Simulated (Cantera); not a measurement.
## Adiabatic ignition

An adiabatic, constant-pressure homogeneous reactor starts with 13.2 % CH4, 16.4 % O2, 61.8 % N2, 8.55 % CO2, equivalence ratio 1.6, at 1523 K and 0.420 bar.

Cantera simulation using GRI-Mech 3.0 (53 species, 325 reactions); the numbers are that mechanism's predictions, not measurements.

```
t (s)     T (K)    x CH4     x O2   x CO2    x HO2      x H2     x HCO     x CH2
--------  -----  -------  -------  ------  -------  --------  --------  --------
2.00e-6    1523    0.132    0.164  0.0855  9.76e-8   3.32e-8    <1e-12    <1e-12
4.43e-6    1523    0.132    0.164  0.0855  2.15e-7   9.13e-8    <1e-12    <1e-12
9.80e-6    1523    0.132    0.164  0.0855  4.69e-7   2.24e-7    <1e-12    <1e-12
2.17e-5    1523    0.132    0.164  0.0855  1.01e-6   5.29e-7    <1e-12    <1e-12
4.80e-5    1523    0.132    0.164  0.0855  2.07e-6   1.27e-6  5.61e-12  2.30e-12
0.000106   1523    0.132    0.164  0.0855  3.86e-6   3.34e-6  3.93e-11  1.36e-11
0.000235   1523    0.132    0.164  0.0855  5.55e-6   1.10e-5  3.71e-10  1.02e-10
0.000521   1523    0.131    0.164  0.0855  6.12e-6   5.23e-5   4.70e-9  8.60e-10
0.00115    1527    0.130    0.163  0.0855  1.53e-5  0.000444   7.19e-8   7.55e-9
0.00255    2437  4.75e-9  0.00328  0.0664  6.47e-7    0.0541   1.20e-7   4.65e-9
0.00565    2539   <1e-12  0.00154  0.0673  4.24e-7    0.0526   7.95e-8    <1e-12
0.0125     2542   <1e-12  0.00140  0.0672  3.95e-7    0.0527   7.72e-8    <1e-12
0.0277     2540   <1e-12  0.00136  0.0670  3.83e-7    0.0529   7.70e-8    <1e-12
0.0612     2539   <1e-12  0.00134  0.0670  3.80e-7    0.0530   7.70e-8    <1e-12
0.136      2539   <1e-12  0.00134  0.0670  3.79e-7    0.0530   7.69e-8    <1e-12
0.300      2539   <1e-12  0.00134  0.0670  3.79e-7    0.0530   7.69e-8    <1e-12
```
x: mole fraction; the columns are a selection and need not sum to one.

```yaml
time_of_steepest_temperature_rise: 2.52 ms
temperature at 0.300 s: 2539 K
equilibrium_temperature: 2539 K
x(CH4) at 0.300 s: <1e-12 (gas-phase equilibrium <1e-12)
x(O2) at 0.300 s: 0.00134 (gas-phase equilibrium 0.00134)
x(CO2) at 0.300 s: 0.0670 (gas-phase equilibrium 0.0670)
```
